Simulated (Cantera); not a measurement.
## Equilibrium for carbothermic reduction: Fe2O3 + CH4 + CO

Charge: 1 mol Fe2O3, 0.32 mol CH4, 0.94 mol CO, at 950 °C and 4.60 bar.

Cantera equilibrium calculation (NASA polynomials, part measured and part estimated; ideal gas, pure solids and liquids). Candidate condensed phases: C, C6H6, C7H8, C8H18, Fe, Fe(CO)5, FeO, Fe(OH)2, Fe(OH)3, Fe2O3, Fe3O4, H2O; 114 gas species. The tables' stoichiometric FeO is somewhat more stable than real wüstite, so its field is too wide. FeO: taken at fixed stoichiometry. Rates play no part.

| Quantity | Value |
|---|---|
| x(CO) | 0.445 |
| x(CO2) | 0.218 |
| x(H2) | 0.196 |
| x(H2O) | 0.140 |
| x(CH4) | 0.000136 |
| n(FeO(s)) | 2.00 mol |
| gas amount | 1.899 mol |
| log10 activity of Fe(γ) (absent) | -0.39 |
| log10 activity of C(graphite) (absent) | -1.24 |
| log10 activity of Fe(OH)2(s) (absent) | -5.45 |
